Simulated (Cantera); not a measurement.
A perfectly stirred reactor is fed with 17.1 % H2, 17.4 % O2, 65.5 % N2, at 5.82 atm; it is adiabatic with a 648 K inlet, and is followed from long to short residence time, starting on the burning branch (τ in s: 0.064, 0.036, 0.02, 0.011, 0.0062, 0.0034, 0.0019, 0.0011, 0.00059, 0.00033, 0.00018, 0.0001, 5.7e-05).

Cantera simulation using the H2/O2 subset of GRI-Mech 3.0, which has no nitrogen chemistry; the numbers are that mechanism's predictions, not measurements. The hydrogen kinetics of GRI-Mech 3.0 are dated; newer H2 mechanisms differ, most at raised pressure.

Q: Predict: blow-out, bracketed by the residence times tried; x(H2) at τ = 64.0 ms; x(O2) at τ = 64.0 ms; x(HO2) at τ = 64.0 ms; x(O) at τ = 64.0 ms; x(H) at τ = 64.0 ms; x(H2) at τ = 1.90 ms; x(O2) at τ = 1.90 ms; x(HO2) at τ = 1.90 ms; x(O) at τ = 1.90 ms; x(H) at τ = 1.90 ms.

A: 
| Quantity | Value |
|---|---|
| blow-out, bracketed by the residence times tried | burning at 57.0 µs, the shortest tried |
| x(H2) at τ = 64.0 ms | 5.86e-5 |
| x(O2) at τ = 64.0 ms | 0.0967 |
| x(HO2) at τ = 64.0 ms | 2.65e-6 |
| x(O) at τ = 64.0 ms | 5.40e-5 |
| x(H) at τ = 64.0 ms | 3.34e-6 |
| x(H2) at τ = 1.90 ms | 0.000414 |
| x(O2) at τ = 1.90 ms | 0.0965 |
| x(HO2) at τ = 1.90 ms | 8.96e-6 |
| x(O) at τ = 1.90 ms | 0.000250 |
| x(H) at τ = 1.90 ms | 3.90e-5 |
